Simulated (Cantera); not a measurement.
Charge: 1 mol CsCl, 5.3 mol H2, held at 602 °C and 10000 Pa.

Method: chemical equilibrium by Gibbs-energy minimisation in Cantera with the NASA 1993 tables (ideal gas, pure condensed phases). Candidate condensed phases: Cs, CsCl; 9 gas species. Rates play no part.

Base state: H2 0.999, CsCl 0.000353, Cs2Cl2 0.000178 (mole fractions); condensed: CsCl(s).

What changes in the equilibrium state with this change: pressure from 10000 Pa to 630 Pa?


```csv
species,before,after
H2,0.999,0.992
CsCl,0.000353,0.00560
Cs2Cl2,0.000178,0.00283
"CsCl(s), mol",0.996,0.940
```

What changes in the equilibrium state with this change: temperature from 602 °C to 1200 °C?


| species | before | after |
|---|---|---|
| H2 | 0.999 | 0.842 |
| CsCl | 0.000353 | 0.154 |
| Cs2Cl2 | 0.000178 | 0.00211 |
| H | <1e-9 | 3.67e-5 |
| Cs | 7.58e-8 | 0.000767 |
| HCl | 7.58e-8 | 0.000767 |
| CsCl(s), mol | 0.996 | 0 |
